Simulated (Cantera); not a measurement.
Charge: 1 mol BaF2, 0.3 mol HF, 190 mol H2, at 7.50 Torr.

Equilibrium computed with Cantera from the NASA thermochemical tables; the gas is ideal and each condensed phase is pure. Candidate condensed phases: Ba, BaF2; 14 gas species. Rates play no part.

Question: Which condensed phases are stable at each of these points (T (°C)): 677, 777, 877, 977, 1077, 1177, 1277, 1377, 1477, 1577, 1677, 1777, 1877?

Answer: 
| T (°C) | condensed phases | Ba condensed (%) |
|---|---|---|
| 677 | BaF2(s) | 100.0 |
| 777 | BaF2(s) | 100.0 |
| 877 | BaF2(s) | 100.0 |
| 977 | BaF2(s) | 99.8 |
| 1077 | BaF2(s) | 97.6 |
| 1177 | BaF2(s) | 76.4 |
| 1277 | gas only | 0.0 |
| 1377 | gas only | 0.0 |
| 1477 | gas only | 0.0 |
| 1577 | gas only | 0.0 |
| 1677 | gas only | 0.0 |
| 1777 | gas only | 0.0 |
| 1877 | gas only | 0.0 |

From 677 °C to 1177 °C the condensed part is BaF2(s). From 1277 °C to 1877 °C nothing is condensed.
